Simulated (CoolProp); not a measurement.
Ethanol at several states: fugacity coefficient from the reference equation and from simpler models built on Tc = 241.6 °C, pc = 6268 kPa, ω = 0.644; each cubic takes its own stable root.

The numbers come from the reference Helmholtz-energy equation of state, Schroeder 2014 in CoolProp.

```tsv
T (°C)	p (kPa)	phase	reference	van der Waals	Redlich-Kwong	Soave-Redlich-Kwong	Peng-Robinson
130.75	54	gas	0.9916	0.9955	0.9942	0.9929	0.9925
33.45	1940	liquid	0.006765	0.2628	0.06293	0.006430	0.007006
30.85	12.2	liquid	0.8930	0.9981	0.9972	0.8361	0.9205
158.75	19.6	gas	0.9978	0.9986	0.9983	0.9979	0.9978
```

At some of these states van der Waals, Redlich-Kwong gives the other phase, because its saturation line lies elsewhere.
